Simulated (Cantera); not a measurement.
Cantera run, input and output.

```python
import numpy as np
import cantera as ct

gas = ct.Solution("gri30.yaml")
gas.TPX = 675, 610000, {'CH4': 1, 'H2': 0.23, 'O2': 1.51, 'N2': 5.68, 'H2O': 0.38}
flame = ct.FreeFlame(gas, width=0.011)
flame.set_refine_criteria(ratio=3, slope=0.08, curve=0.16)
flame.transport_model = "mixture-averaged"
flame.solve(loglevel=0, auto=True)
z, T = flame.grid, flame.T
thick = (T[-1] - T[0]) / np.gradient(T, z).max()
show = ['CH4', 'H2', 'O2', 'H', 'C2H2', 'H2O']
print(f"laminar burning velocity  {flame.velocity[0] * 100:.3f} cm/s")
print(f"burnt temperature         {T[-1]:.1f} K")
print(f"thermal thickness         {thick * 1e3:.4f} mm")
print(f"grid points               {len(z)}")
z0 = z[flame.heat_release_rate.argmax()]
print(f"{'z/mm':>9s}{'T/K':>9s}{'u/(m/s)':>9s}" + "".join(f"{s:>11s}" for s in show))
rows = []
for k in (-3, -2, -1.5, -1, -0.5, -0.25, 0, 0.25, 0.5, 1, 2, 4, 8):
    zz = z0 + k * thick
    rows.append([k * thick, np.interp(zz, z, T), np.interp(zz, z, flame.velocity),
                 *(np.interp(zz, z, flame.X[gas.species_index(s)]) for s in show)])
    print(f"{rows[-1][0] * 1e3:9.3f}{rows[-1][1]:9.1f}{rows[-1][2]:9.3f}" + "".join(f"{x:11.3e}" for x in rows[-1][3:]))
```

Output:

```
laminar burning velocity  44.274 cm/s
burnt temperature         2205.7 K
thermal thickness         0.1510 mm
grid points               133
     z/mm      T/K  u/(m/s)        CH4         H2         O2          H       C2H2        H2O
   -0.453    677.1    0.445  1.132e-01  2.841e-02  1.711e-01  3.475e-13  3.027e-07  4.347e-02
   -0.302    685.1    0.452  1.122e-01  3.103e-02  1.701e-01  5.857e-12  1.869e-06  4.472e-02
   -0.226    709.9    0.470  1.101e-01  3.398e-02  1.680e-01  1.378e-10  8.999e-06  4.845e-02
   -0.151    820.4    0.547  1.016e-01  3.897e-02  1.587e-01  1.957e-08  6.064e-05  6.381e-02
   -0.075   1233.0    0.836  7.043e-02  4.629e-02  1.178e-01  1.062e-05  4.145e-04  1.163e-01
   -0.038   1594.7    1.094  4.161e-02  5.045e-02  7.614e-02  1.151e-04  9.870e-04  1.607e-01
    0.000   1931.7    1.338  1.533e-02  5.374e-02  3.292e-02  6.753e-04  2.086e-03  2.013e-01
    0.038   2104.8    1.462  4.612e-03  5.562e-02  1.025e-02  1.296e-03  2.127e-03  2.191e-01
    0.075   2166.0    1.504  1.920e-03  5.754e-02  3.131e-03  1.342e-03  1.530e-03  2.226e-01
    0.151   2197.3    1.524  7.811e-04  6.054e-02  4.288e-04  9.955e-04  8.685e-04  2.214e-01
    0.302   2206.1    1.530  3.480e-04  6.308e-02  2.464e-05  6.844e-04  4.179e-04  2.191e-01
    0.604   2206.8    1.531  1.225e-04  6.449e-02  2.742e-06  5.916e-04  1.354e-04  2.179e-01
    1.208   2206.1    1.531  1.870e-05  6.501e-02  2.472e-06  5.909e-04  1.794e-05  2.174e-01
```

Detailed kinetics in Cantera: GRI-Mech 3.0 (53 species, 325 reactions). Burning velocities carry a grid error of a few per cent, more on coarse grids.
